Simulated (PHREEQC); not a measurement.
# Acid mine or pickling water

Synthetic water in mmol/kgw, 25 °C, pH 2.66: Na 77.4; K 28.9; Ca 8.5; Mg 9.77; Cl 5.14; S(6) 68.4; B 4.2.

Valence states are taken as typed.

The numbers come from PHREEQC with the Pitzer model, pitzer.dat.

Each row changes one thing in this solution. No solid was allowed to form.

| case | SO4-2 (mol/kgw) | HSO4- (mol/kgw) | CaB(OH)4+ (mol/kgw) | MgB(OH)4+ (mol/kgw) | SI of Gypsum (CaSO4:2H2O) | SI of Epsomite (MgSO4:7H2O) |
|---|---|---|---|---|---|---|
| as made | 0.0643 | 0.00410 | 1.02e-10 | 8.18e-11 | -0.11 | -2.71 |
| S(6) from 68.4 to 205 mmol/kgw | 0.195 | … | 7.91e-11 | 7.15e-11 | +0.00 | -2.55 |
| temperature from 25 to 10 °C at the same typed pH | 0.0656 | 0.00281 | 1.09e-10 | 8.53e-11 | … | -2.56 |

Problem. What belongs in the gaps?

Solution. 
- S(6) from 68.4 to 205 mmol/kgw, HSO4- (mol/kgw): 0.00970
- temperature from 25 to 10 °C at the same typed pH, SI of Gypsum (CaSO4:2H2O): -0.06

At this temperature some constants are extrapolated from 25 °C, and those without enthalpy data are left unchanged.
